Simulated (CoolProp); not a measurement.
Vapour pressure (bar) of acetone: the reference equation beside estimates from Tc = 508.1 K, pc = 46.92 bar, ω = 0.307. Clausius-Clapeyron is anchored at 343.9 K with a constant enthalpy of vaporisation of 28.16 kJ/mol.

Values from CoolProp's reference Helmholtz-energy equation of state, Lemmon 2006. It is a short technical equation, of lower accuracy than the large ones.

```
T (K)  reference  Lee-Kesler  Clausius-Clapeyron  van der Waals  Redlich-Kwong  Soave-Redlich-Kwong  Peng-Robinson
-----  ---------  ----------  ------------------  -------------  -------------  -------------------  -------------
322.7     0.8064      0.7850              0.8550            ___          1.704               0.7881         0.7981
333.3        ___       1.143               1.194          6.696          2.313                1.145          1.152
343.9      1.633       1.618               1.633          7.905          3.068                1.618          1.621
354.5      2.241       2.236               2.192          9.249          3.990                  ___          2.229
365.1      3.012       3.021               2.892          10.74          5.097                3.019            ___
375.6      3.963       3.991               3.749          12.35          6.395                3.991          3.958
386.2      5.142       5.193               4.801          14.14          7.926                5.199          5.145
396.8      6.571       6.648               6.069          16.08            ___                6.667          6.587
407.4      8.282       8.387               7.578          18.18          11.73                8.428          8.319
418        10.31       10.44               9.356            ___          14.03                10.52          10.38
428.5      12.67       12.83               11.41          22.86          16.60                12.95          12.77
439.1        ___       15.62               13.81          25.47          19.50                15.80          15.59
```

**Question.** What belongs in the gaps?

**Answer.** 
- 322.7, van der Waals: 5.617
- 333.3, reference: 1.162
- 354.5, Soave-Redlich-Kwong: 2.234
- 365.1, Peng-Robinson: 3.002
- 396.8, Redlich-Kwong: 9.698
- 418, van der Waals: 20.45
- 439.1, reference: 15.45

Absolute difference from the reference over all 12 rows, mean and median: Lee-Kesler 1.1 and 1.1 %, Clausius-Clapeyron 6.1 and 6.3 %, van der Waals 243.4 and 193.3 %, Redlich-Kwong 62.0 and 57.8 %, Soave-Redlich-Kwong 1.4 and 1.5 %, Peng-Robinson 0.6 and 0.6 %.
